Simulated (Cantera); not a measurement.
An isothermal, constant-pressure homogeneous reactor starts with C2H6 : N2 = 1 : 280 (molar parts), at 1600 K and 7.50 Torr.

Computed with Cantera and GRI-Mech 3.0 (53 species, 325 reactions). GRI-Mech 3.0 stops at C3 and has no aromatics, soot or wall deposition, so with more carbon than oxygen in the feed, carbon stays in small species such as C2H2 where larger ones or solid carbon would form. Radical loss at walls, strong at low pressure, is not modelled.

x: mole fraction; the columns are a selection and need not sum to one.

```tsv
t (s)	x C2H6	x H2	x CH4	x C2H	x HCN	x H	x CH3
3.00e-5	0.00354	9.63e-10	___	<1e-12	<1e-12	1.97e-8	3.61e-5
0.000175	0.00345	8.31e-8	___	<1e-12	<1e-12	4.17e-7	0.000207
0.00102	0.00296	3.01e-5	___	3.32e-12	3.98e-9	3.23e-5	0.00107
0.00594	0.000390	0.00229	___	3.12e-7	7.03e-6	0.000410	0.00183
0.0346	6.46e-7	0.00606	___	3.53e-7	2.84e-5	0.000212	0.000176
0.202	5.77e-8	0.00671	___	1.63e-7	3.64e-5	9.59e-5	4.68e-5
1.18	7.56e-9	0.00687	___	9.13e-8	4.12e-5	5.41e-5	1.57e-5
6.86	1.04e-9	0.00696	___	6.29e-8	4.50e-5	3.75e-5	5.61e-6
40.0	8.80e-11	0.00702	___	6.31e-8	5.05e-5	3.77e-5	1.63e-6
```

**Question.** Complete the blanks.

**Answer.** 
- 3.00e-5, x CH4: 1.25e-8
- 0.000175, x CH4: 4.21e-7
- 0.00102, x CH4: 1.34e-5
- 0.00594, x CH4: 0.000258
- 0.0346, x CH4: 0.000297
- 0.202, x CH4: 0.000171
- 1.18, x CH4: 0.000100
- 6.86, x CH4: 5.16e-5
- 40.0, x CH4: 1.50e-5
